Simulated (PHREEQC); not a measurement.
Solution (20 °C): 56 mmol/kgw Cu(NO3)2, 0.43 mmol/kgw HCl and 2 mmol/kgw H3BO3. Closed to the air; pH follows from the charge balance.

Model: ion-association model, phreeqc.dat, run in PHREEQC.

No solid was allowed to form.

Task: Predict the pH.

Result: pH 3.46.

Task: In which forms is Cl present?

Result: Cl- 96 %, CuCl+ 3.9 % of the Cl.
